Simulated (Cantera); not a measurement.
A perfectly stirred reactor is fed with H₂ : O₂ : N₂ = 1.6 : 1 : 6.2 (molar parts), equivalence ratio 0.80, at 1.00 bar; it is held at 1325 K, and followed from long to short residence time.

Detailed kinetics in Cantera: the H2/O2 subset of GRI-Mech 3.0, which has no nitrogen chemistry. The temperature is held fixed by assumption; the heat of reaction is taken as removed at once.

Problem. What does this change do: pressure from 1.00 bar to 0.230 bar?

Solution. 
| quantity | before | after |
|---|---|---|
| x(H₂) at τ = 0.960 s | 0.000110 | 0.000449 |
| x(O₂) at τ = 0.960 s | 0.0250 | 0.0251 |
| x(H) at τ = 0.960 s | 3.84e-6 | 6.94e-5 |
| x(HO₂) at τ = 0.960 s | 2.40e-6 | 2.24e-6 |
| x(H₂O) at τ = 0.960 s | 0.200 | 0.199 |
| x(H₂) at τ = 13.0 ms | 0.00180 | 0.00641 |
| x(O₂) at τ = 13.0 ms | 0.0256 | 0.0277 |
| x(H) at τ = 13.0 ms | 0.000270 | 0.00417 |
| x(HO₂) at τ = 13.0 ms | 1.63e-5 | 5.93e-6 |
| x(H₂O) at τ = 13.0 ms | 0.197 | 0.189 |
